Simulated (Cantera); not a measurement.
An isothermal, constant-pressure homogeneous reactor starts with C₂H₆ : N₂ = 1 : 1.8 (molar parts), at 1050 K and 17000 Pa. Integrator tolerance rtol = 1e-08.

Cantera simulation using GRI-Mech 3.0 (53 species, 325 reactions); the numbers are that mechanism's predictions, not measurements. GRI-Mech 3.0 stops at C3 and has no aromatics, soot or wall deposition, so with more carbon than oxygen in the feed, carbon stays in small species such as C2H2 where larger ones or solid carbon would form.

What does this change do: temperature 1050 to 1400 K?


| quantity | before | after |
|---|---|---|
| x(C₂H₆) at 4.00 s | 0.0172 (gas-phase equilibrium 0.000568) | 1.55e-5 (gas-phase equilibrium 9.03e-6) |
| x(CH₂) at 4.00 s | <1e-12 (gas-phase equilibrium <1e-12) | 2.72e-10 (gas-phase equilibrium 2.13e-10) |
| x(H) at 4.00 s | 2.75e-7 (gas-phase equilibrium 4.20e-9) | 5.45e-6 (gas-phase equilibrium 7.23e-6) |
| x(CH₃) at 4.00 s | 6.46e-7 (gas-phase equilibrium 5.13e-7) | 2.32e-5 (gas-phase equilibrium 1.51e-5) |
| x(C₂H₄) at 4.00 s | 0.232 (gas-phase equilibrium 0.0629) | 0.00855 (gas-phase equilibrium 0.00734) |
| x(CH₄) at 4.00 s | 0.0223 (gas-phase equilibrium 0.309) | 0.0712 (gas-phase equilibrium 0.0388) |
| x(C₂H₂) at 4.00 s | 0.00822 (gas-phase equilibrium 0.0469) | 0.181 (gas-phase equilibrium 0.142) |

What does this change do: temperature 1050 to 1700 K?


```
quantity                                            before                                      after
-----------------  ---------------------------------------  -----------------------------------------
x(C₂H₆) at 4.00 s  0.0172 (gas-phase equilibrium 0.000568)    1.14e-7 (gas-phase equilibrium 7.86e-8)
x(CH₂) at 4.00 s     <1e-12 (gas-phase equilibrium <1e-12)    1.74e-8 (gas-phase equilibrium 1.43e-8)
x(H) at 4.00 s     2.75e-7 (gas-phase equilibrium 4.20e-9)  0.000231 (gas-phase equilibrium 0.000232)
x(CH₃) at 4.00 s   6.46e-7 (gas-phase equilibrium 5.13e-7)    3.02e-5 (gas-phase equilibrium 2.48e-5)
x(C₂H₄) at 4.00 s     0.232 (gas-phase equilibrium 0.0629)  0.000703 (gas-phase equilibrium 0.000495)
x(CH₄) at 4.00 s      0.0223 (gas-phase equilibrium 0.309)    0.00266 (gas-phase equilibrium 0.00219)
x(C₂H₂) at 4.00 s   0.00822 (gas-phase equilibrium 0.0469)        0.207 (gas-phase equilibrium 0.146)
```
